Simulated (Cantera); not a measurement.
What does this Cantera script print?

```python
import numpy as np
import cantera as ct

gas_names = """
    CL CL2 H HCL H2 N NH NH2 NH3 N2 N2H2 N2H4 Si SiCL SiCL2 SiCL3 SiCL4 SiH SiHCL3 SiH2 SiH2CL2 SiH3
    SiH3CL SiH4 SiN Si2 Si2N Si3
""".split()
cond_names = """
    NH4CL(a) NH4CL(b) Si(cr) Si(L) Si3N4(a)
""".split()


# ... load() reads the species with a 1 bar reference pressure and builds the phases ...
atoms = {
    'Si': {'Si': 1},
    'HCl': {'H': 1, 'CL': 1},
    'N2': {'N': 2},
}
top_T = {'Si3N4(a)': 2400}  # K; cautious upper limits of use, not melting points


# ... equilibrate(T, P, feed) seeds the gas with the atoms and calls Mixture.equilibrate('TP', solver="vcs", rtol=1e-11, max_steps=5000) ...
results = []
feed = {'Si': 1, 'HCl': 21, 'N2': 6.5}  # mol
P = 610  # Pa
for T in [775, 825, 875, 925, 975, 1025, 1075, 1125, 1175, 1225, 1275, 1325]:
    mix = equilibrate(T, P, feed)
    results.append((T, P, feed, dict(zip(mix.species_names, mix.species_moles))))

top = {s: max(r[3][s] / sum(r[3][g] for g in gas_names) for r in results) for s in gas_names}
cols = sorted((s for s in top if top[s] > 0.0001), key=lambda s: -top[s])[:9]
seen = [c for c in cond_names if any(r[3].get(c, 0) > 1e-12 for r in results)]
print("log10 of partial pressures in bar; condensed amounts in mol")
print(f"{'T/K':>10s}" + "".join(f"{s[:9]:>10s}" for s in cols + seen))
for T, P, feed, n in results:
    ng = sum(n[g] for g in gas_names)
    print(f"{T:10.4g}" + "".join(f"{np.log10(max(n[s] / ng * P / 1e5, 1e-99)):10.3f}" for s in cols)
          + "".join(f"{n.get(c, 0):10.4g}" for c in seen))
```

It prints:

```
log10 of partial pressures in bar; condensed amounts in mol
       T/K       HCL        N2        H2     SiCL4     SiCL3     SiCL2    SiHCL3
       775    -2.407    -2.825    -3.337    -3.638    -9.474   -13.157    -7.756
       825    -2.407    -2.825    -3.337    -3.638    -8.754   -11.924    -7.475
       875    -2.407    -2.825    -3.337    -3.638    -8.118   -10.835    -7.227
       925    -2.407    -2.825    -3.337    -3.638    -7.552    -9.867    -7.007
       975    -2.407    -2.825    -3.337    -3.638    -7.045    -9.000    -6.811
      1025    -2.407    -2.825    -3.337    -3.639    -6.589    -8.220    -6.634
      1075    -2.407    -2.825    -3.338    -3.640    -6.177    -7.515    -6.476
      1125    -2.407    -2.825    -3.338    -3.642    -5.804    -6.877    -6.333
      1175    -2.407    -2.825    -3.340    -3.647    -5.467    -6.298    -6.207
      1225    -2.407    -2.825    -3.343    -3.656    -5.164    -5.775    -6.098
      1275    -2.406    -2.826    -3.349    -3.675    -4.899    -5.309    -6.013
      1325    -2.404    -2.827    -3.362    -3.711    -4.676    -4.905    -5.959
```

Equilibrium computed with Cantera from the NASA thermochemical tables; the gas is ideal and each condensed phase is pure. The tables' values for SiCl3 are old estimates; treat these amounts as uncertain.
